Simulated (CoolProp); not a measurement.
Saturation properties of methanol (Tc = 240.2 °C, pc = 8.216 MPa, ω = 0.565).

Computed with CoolProp (reference Helmholtz-energy equation of state, de Reuck 1993).

```csv
T (°C),p (MPa),enthalpy of vaporisation (kJ/kg),liquid cp (kJ/(kg K)),vapour Z,surface tension (mN/m),vapour viscosity (µPa s)
116.85,0.5862,975.6,?,0.8744,13.9,?
122.65,0.6899,958.0,3.436,?,13.4,12.4
128.35,0.8056,939.6,3.511,0.8501,12.8,12.5
134.15,0.9387,919.9,3.592,0.8364,12.2,12.7
139.95,?,899.1,3.678,0.8217,11.5,12.8
145.75,1.257,877.1,3.769,0.8058,10.9,13.0
151.55,1.446,853.8,3.866,0.7890,10.3,13.1
157.35,1.656,829.3,3.971,0.7711,9.60,?
163.15,1.889,803.6,4.086,0.7523,8.93,13.4
168.95,2.148,776.9,4.212,0.7330,8.25,13.6
174.65,2.428,749.8,4.349,0.7138,7.58,13.8
180.45,2.741,?,?,0.6945,6.88,14.0
186.25,3.084,693.0,4.688,0.6756,6.18,14.2
192.05,3.459,663.7,4.901,?,5.47,14.5
197.85,3.867,633.1,5.161,0.6372,4.75,14.8
```

Problem. Fill in the missing entries.

Solution. 
- 116.85, liquid cp (kJ/(kg K)): 3.363
- 116.85, vapour viscosity (µPa s): 12.3
- 122.65, vapour Z: 0.8626
- 139.95, p (MPa): 1.089
- 157.35, vapour viscosity (µPa s): 13.3
- 180.45, enthalpy of vaporisation (kJ/kg): 721.6
- 180.45, liquid cp (kJ/(kg K)): 4.507
- 192.05, vapour Z: 0.6568

It boils at 64.5 °C under 1 atm.

Viscosity comes from a separate model (Xiang 2006). Surface tension comes from a separate correlation (Mulero 2012).
